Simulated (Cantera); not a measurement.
Source: NASA polynomial tables (part measured, part estimated), evaluated in Cantera. Values are per mole of reaction as written; species without (g) are pure solids or liquids, kept so even where they would boil at 1 bar.

Ca + Cl₂(g) = CaCl₂

| T (K) | ΔH° (kJ) | ΔS° (J/K) | ΔG° (kJ) | log10 K | condensed phases |
|---|---|---|---|---|---|
| 300 | -795.8 | -160.9 | -747.5 | 130.15 | Ca(s), CaCl₂(s) |
| 550 | ? | ? | ? | ? | Ca(s), CaCl₂(s) |
| 625 | -791.7 | -151.6 | -697.0 | 58.25 | Ca(s), CaCl₂(s) |
| 700 | -790.9 | -150.4 | -685.6 | 51.16 | Ca(s), CaCl₂(s) |
| 775 | -790.9 | -150.5 | -674.3 | 45.45 | Ca(s), CaCl₂(s) |
| 850 | -789.9 | -149.2 | -663.1 | 40.75 | Ca(s), CaCl₂(s) |
| 925 | -788.8 | -148.0 | -651.9 | 36.81 | Ca(s), CaCl₂(s) |
| 1000 | -787.6 | -146.8 | -640.9 | 33.48 | Ca(s), CaCl₂(s) |
| 1075 | -757.4 | -117.9 | -630.7 | 30.65 | Ca(s), CaCl₂(l) |
| 1150 | -763.8 | -123.6 | -621.7 | 28.24 | Ca(l), CaCl₂(l) |
| 1225 | -761.8 | -121.9 | -612.5 | 26.12 | Ca(l), CaCl₂(l) |
| 1300 | ? | ? | ? | ? | Ca(l), CaCl₂(l) |

**Question.** Some entries are withheld; supply them.

**Answer.** 
- 550, ΔH° (kJ): -792.6
- 550, ΔS° (J/K): -153.1
- 550, ΔG° (kJ): -708.4
- 550, log10 K: 67.27
- 1300, ΔH° (kJ): -759.8
- 1300, ΔS° (J/K): -120.2
- 1300, ΔG° (kJ): -603.4
- 1300, log10 K: 24.25
